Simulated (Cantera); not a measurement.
Feed: 1 mol CHF3, 0.53 mol H2, equilibrated at 0.100 bar.

Cantera equilibrium calculation (NASA polynomials, part measured and part estimated; ideal gas, pure solids and liquids). Candidate condensed phases: C, C6H6, C7H8, C8H18; 110 gas species. Ions and electrons are included (thermal ionisation). Rates play no part.

### Question
At 5000 K, list the 4 most abundant gas species with their mole fractions, and the condensed phases.

### Answer
F 0.491, H 0.336, C 0.161, HF 0.00720. Condensed: gas only.
